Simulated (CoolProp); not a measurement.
A simple Rankine cycle with methanol: condensing at 292.15 K, boiler at 1.06 MPa, turbine inlet 561.9 K, turbine efficiency 0.65, pump efficiency 0.8, no recuperator. Each further row changes one setting.

The numbers come from the reference Helmholtz-energy equation of state, de Reuck 1993 in CoolProp.

| case | thermal efficiency (%) | net work (kJ/kg) | heat in (kJ/kg) | turbine exit temperature (K) | volume ratio over the turbine |
|---|---|---|---|---|---|
| as stated | [?] | 303 | 1630 | 384.4 | [?] |
| turbine inlet 581.9 K | 18.9 | [?] | 1680 | 402.8 | [?] |
| condensing temperature 284.15 K | 19.6 | 324 | 1650 | 370.8 | 91.3 |
| boiler pressure 0.742 MPa | 17.5 | [?] | 1640 | 397.2 | 43.3 |
| turbine efficiency 0.55 | 15.7 | 256 | 1630 | [?] | [?] |

**Question.** Complete the blanks.

**Answer.** 
- as stated, thermal efficiency (%): 18.5
- as stated, volume ratio over the turbine: 60.4
- turbine inlet 581.9 K, net work (kJ/kg): 316
- turbine inlet 581.9 K, volume ratio over the turbine: 60.9
- boiler pressure 0.742 MPa, net work (kJ/kg): 287
- turbine efficiency 0.55, turbine exit temperature (K): 413.3
- turbine efficiency 0.55, volume ratio over the turbine: 65.0
